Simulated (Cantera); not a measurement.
A perfectly stirred reactor is fed with CH4 : H2O = 1 : 1.2 (molar parts), at 47000 Pa; it is held at 1425 K, and followed from long to short residence time.

Detailed kinetics in Cantera: GRI-Mech 3.0 (53 species, 325 reactions).

| quantity | before | after |
|---|---|---|
| x(CH4) at τ = 3.70 s | 0.245 | 0.000627 |
| x(H2O) at τ = 3.70 s | 0.454 | 0.0458 |
| x(CH2CO) at τ = 3.70 s | 2.30e-5 | 2.16e-7 |
| x(H2) at τ = 3.70 s | 0.225 | 0.712 |
| x(C2H2) at τ = 3.70 s | 0.0615 | 0.000287 |
| x(CH4) at τ = 39.0 ms | 0.448 | 0.00974 |
| x(H2O) at τ = 39.0 ms | 0.544 | 0.110 |
| x(CH2CO) at τ = 39.0 ms | 2.30e-7 | 2.03e-5 |
| x(H2) at τ = 39.0 ms | 0.00484 | 0.658 |
| x(C2H2) at τ = 39.0 ms | 0.000545 | 0.0269 |

**Question.** What was changed between the two runs?
A. H2O 1.2 to 0.12 parts
B. H2O 1.2 to 0.31 parts
C. temperature 1425 to 2123 K
D. temperature 1425 to 1825 K

**Answer.** C, temperature 1425 to 2123 K
